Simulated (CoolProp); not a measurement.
Vapour-liquid equilibrium of n-heptane (1) + n-dodecane (2) at 5.45 kPa; x and y are mole fractions of (1).

Values from CoolProp's multi-fluid Helmholtz-energy mixture model, Span 2003 and Lemmon 2004; pair parameters Bell 2016.

Give the bubble temperature and the first vapour's composition at x = 0.05, 0.35, 0.65. Is there an azeotrope?

x = 0.05: 366.8 K, y = 0.739; x = 0.35: 317.2 K, y = 0.991; x = 0.65: 304.0 K, y = 0.998. No azeotrope shows between x = 0.05 and 0.95.

The pair parameters rest on a limited set of measurements; away from them the model extrapolates. The gap from Raoult's law changes sign with composition, which may be real or a fault of the pair parameters; it wasn't checked against measurements.
